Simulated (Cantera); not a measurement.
Adiabatic ignition

An adiabatic, constant-volume homogeneous reactor starts with CO : H₂ : CH₄ : O₂ : N₂ = 1 : 0.4 : 0.6 : 2.37 : 8.93 (molar parts), at 1275 K and 10.0 bar.

Model: GRI-Mech 3.0 (53 species, 325 reactions), integrated in Cantera.

```
t (s)     T (K)  P (bar)    x CO     x H₂   x CH₄    x CO₂    x H₂O   x CH₂O     x NO
--------  -----  -------  ------  -------  ------  -------  -------  -------  -------
2.00e-6    1275     10.0  0.0752   0.0301  0.0451  5.99e-8  9.77e-8  2.15e-9   <1e-12
8.38e-6    1275     10.0  0.0752   0.0301  0.0451  4.84e-7  1.07e-6  6.01e-8   <1e-12
3.52e-5    1276     10.0  0.0752   0.0300  0.0451  2.21e-5  7.28e-5  1.19e-5   <1e-12
0.000147   2948     22.4  0.0271  0.00425  <1e-12   0.0970    0.111  1.04e-9  0.00604
0.000618   2928     22.3  0.0269  0.00426  <1e-12   0.0973    0.112  1.03e-9   0.0174
0.00259    2928     22.3  0.0269  0.00426  <1e-12   0.0973    0.112  1.03e-9   0.0174
0.0109     2928     22.3  0.0269  0.00426  <1e-12   0.0973    0.112  1.03e-9   0.0174
0.0455     2928     22.3  0.0269  0.00426  <1e-12   0.0973    0.112  1.03e-9   0.0174
0.191      2928     22.3  0.0269  0.00426  <1e-12   0.0973    0.112  1.03e-9   0.0174
0.800      2928     22.3  0.0269  0.00426  <1e-12   0.0973    0.112  1.03e-9   0.0174
```
x: mole fraction; the columns are a selection and need not sum to one.

```json
{
  "time_of_steepest_temperature_rise": "0.110 ms",
  "temperature at 0.800 s": "2928 K",
  "equilibrium_temperature": "2928 K",
  "x(CO) at 0.800 s": "0.0269 (gas-phase equilibrium 0.0269)",
  "x(H₂) at 0.800 s": "0.00426 (gas-phase equilibrium 0.00426)",
  "x(CH₄) at 0.800 s": "<1e-12 (gas-phase equilibrium <1e-12)"
}
```
